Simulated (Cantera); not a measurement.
## Adiabatic ignition

An adiabatic, constant-volume homogeneous reactor starts with 5.04 % C3H8, 19.4 % O2, 75.6 % N2, at 1623 K and 79000 Pa.

Computed with Cantera and GRI-Mech 3.0 (53 species, 325 reactions). GRI-Mech 3.0 was tuned for natural gas; its chemistry of propane as a main component is partial and can be far from experiment.

```csv
t (s),T (K),P (bar),x C3H8,x O2,x NO,x CH2CO,x OH
1.00e-6,1618,0.788,0.0497,0.194,<1e-12,1.34e-8,1.08e-5
3.16e-6,1607,0.784,0.0478,0.193,4.56e-12,1.88e-6,4.52e-5
1.00e-5,1593,0.785,0.0399,0.189,1.71e-10,9.29e-5,0.000103
3.16e-5,1900,1.01,0.00160,0.129,6.65e-8,0.00587,0.00127
0.000100,2959,1.67,<1e-12,0.0108,0.00166,<1e-12,0.0233
0.000316,2985,1.68,<1e-12,0.00932,0.00593,<1e-12,0.0220
0.00100,2980,1.68,<1e-12,0.00873,0.00854,<1e-12,0.0214
0.00316,2979,1.68,<1e-12,0.00871,0.00863,<1e-12,0.0214
0.0100,2979,1.68,<1e-12,0.00871,0.00863,<1e-12,0.0214
0.0316,2979,1.68,<1e-12,0.00871,0.00863,<1e-12,0.0214
0.100,2979,1.68,<1e-12,0.00871,0.00863,<1e-12,0.0214
0.316,2979,1.68,<1e-12,0.00871,0.00863,<1e-12,0.0214
1.00,2979,1.68,<1e-12,0.00871,0.00863,<1e-12,0.0214
```
x: mole fraction; the columns are a selection and need not sum to one.

```json
{
 "time_of_steepest_temperature_rise": "35.3 µs",
 "temperature at 1.00 s": "2979 K",
 "equilibrium_temperature": "2979 K",
 "x(C3H8) at 1.00 s": "<1e-12 (gas-phase equilibrium <1e-12)",
 "x(O2) at 1.00 s": "0.00871 (gas-phase equilibrium 0.00871)",
 "x(NO) at 1.00 s": "0.00863 (gas-phase equilibrium 0.00863)"
}
```
